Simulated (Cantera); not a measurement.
## Premixed flame

A freely propagating, adiabatic, planar premixed flame of 46.9 % H2, 11.2 % O2, 42.0 % N2, unburnt at 550 K and 1.78 atm; mixture-averaged transport, grid criteria slope 0.08 and curve 0.16, no radiation.

Detailed kinetics in Cantera: the H2/O2 subset of GRI-Mech 3.0, which has no nitrogen chemistry. Burning velocities carry a grid error of a few per cent, more on coarse grids.

| z (mm) | T (K) | u (m/s) | x H2 | x O2 | x H2O | x O | x H | x HO2 |
|---|---|---|---|---|---|---|---|---|
| -0.616 | 550 | 7.97 | 0.469 | 0.112 | <1e-8 | <1e-8 | <1e-8 | <1e-8 |
| -0.411 | 550 | 7.97 | 0.469 | 0.112 | <1e-8 | <1e-8 | <1e-8 | <1e-8 |
| -0.308 | 550 | 7.97 | 0.469 | 0.112 | <1e-8 | <1e-8 | <1e-8 | <1e-8 |
| -0.205 | 550 | 7.97 | 0.469 | 0.112 | 4.01e-7 | <1e-8 | 1.71e-8 | 6.53e-7 |
| -0.103 | 582 | 8.37 | 0.464 | 0.112 | 0.00123 | 1.23e-5 | 0.000204 | 0.000360 |
| -0.0513 | 836 | 11.7 | 0.430 | 0.105 | 0.0232 | 0.000290 | 0.00716 | 0.000273 |
| 0 | 1240 | 16.9 | 0.344 | 0.0718 | 0.0963 | 0.00236 | 0.0384 | 0.000116 |
| 0.0513 | 1523 | 20.6 | 0.262 | 0.0240 | 0.188 | 0.00293 | 0.0700 | 3.67e-5 |
| 0.103 | 1652 | 22.2 | 0.235 | 0.00553 | 0.225 | 0.00165 | 0.0765 | 8.16e-6 |
| 0.205 | 1766 | 23.6 | 0.235 | 0.000742 | 0.236 | 0.000977 | 0.0678 | 1.10e-6 |
| 0.411 | 1878 | 24.9 | 0.243 | 0.000296 | 0.239 | 0.000673 | 0.0531 | 4.71e-7 |
| 0.821 | 1985 | 26.1 | 0.253 | 0.000166 | 0.242 | 0.000394 | 0.0382 | 2.78e-7 |
| 1.64 | 2072 | 27.0 | 0.260 | 8.10e-5 | 0.245 | 0.000196 | 0.0257 | 1.49e-7 |
x: mole fraction of selected species; z is measured from the peak of heat release.

The laminar burning velocity comes out as 797 cm/s and the thermal thickness is 0.205 mm. The peak x(O) is 0.00322. The peak x(H) is 0.0765. The peak x(HO2) comes out as 0.000448. The grid points is 123.
